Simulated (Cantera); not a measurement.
A closed system holds: 1 mol MgCO3, 0.31 mol O2, 0.75 mol H2O, 0.19 mol SO2, at 1575 °C and 0.100 bar.

Method: chemical equilibrium by Gibbs-energy minimisation in Cantera with the NASA 1993 tables (ideal gas, pure condensed phases). Candidate condensed phases: C, C6H6, C7H8, C8H18, H2O, H2SO4, Mg, MgCO3, MgO, Mg(OH)2, MgS, MgSO4, S; 130 gas species. Equilibrium is a limit: real reactors are often held back by kinetics, nucleation or transport.

Base state: CO2 0.443, H2O 0.331, O2 0.138, SO2 0.0842, OH 0.00267, CO 0.00126, H2 0.000236, O 0.000222 (mole fractions); condensed: MgO(s).

Question: What changes in the equilibrium state with this change: temperature from 1575 °C to 575 °C?

Answer: 
```
species         before    after
-------------  -------  -------
CO2              0.443    0.509
H2O              0.331    0.382
O2               0.138    0.109
SO2             0.0842  7.99e-8
CO             0.00126    <1e-9
OH             0.00267  1.03e-8
MgO(s), mol      1.000    0.810
MgSO4(s), mol        0    0.190
```
